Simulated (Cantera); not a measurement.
Sublimation and decomposition of ceramics: MgO + N2

Charge: 1 mol MgO, 0.68 mol N2, held at 13.3 mbar.

Equilibrium computed with Cantera from the NASA thermochemical tables; the gas is ideal and each condensed phase is pure. Candidate condensed phases: Mg, MgO; 13 gas species. Kinetics and transport are ignored.

From 2250 °C to 2350 °C the condensed part is MgO(s). From 2400 °C to 2650 °C nothing is condensed. The main Mg-bearing gas is Mg throughout.

| T (°C) | x N2 | x Mg | x O | x O2 | x MgO | x NO | x N | n MgO(s) |
|---|---|---|---|---|---|---|---|---|
| 2250 | 0.800 | 0.117 | 0.0279 | 0.0395 | 0.00519 | 0.0105 | 2.80e-6 | 0.896 |
| 2300 | 0.689 | 0.182 | 0.0444 | 0.0621 | 0.00946 | 0.0132 | 4.05e-6 | 0.813 |
| 2350 | 0.525 | 0.277 | 0.0693 | 0.0961 | 0.0168 | 0.0156 | 5.43e-6 | 0.625 |
| 2400 | 0.292 | 0.412 | 0.106 | 0.145 | 0.0290 | 0.0155 | 6.13e-6 | 0 |
| 2450 | 0.288 | 0.410 | 0.126 | 0.134 | 0.0261 | 0.0159 | 9.06e-6 | 0 |
| 2500 | 0.284 | 0.407 | 0.147 | 0.122 | 0.0234 | 0.0162 | 1.32e-5 | 0 |
| 2550 | 0.281 | 0.404 | 0.170 | 0.109 | 0.0208 | 0.0163 | 1.90e-5 | 0 |
| 2600 | 0.277 | 0.400 | 0.193 | 0.0958 | 0.0183 | 0.0163 | 2.70e-5 | 0 |
| 2650 | 0.273 | 0.397 | 0.215 | 0.0828 | 0.0161 | 0.0160 | 3.78e-5 | 0 |
x: gas mole fraction; n: condensed amount in mol.
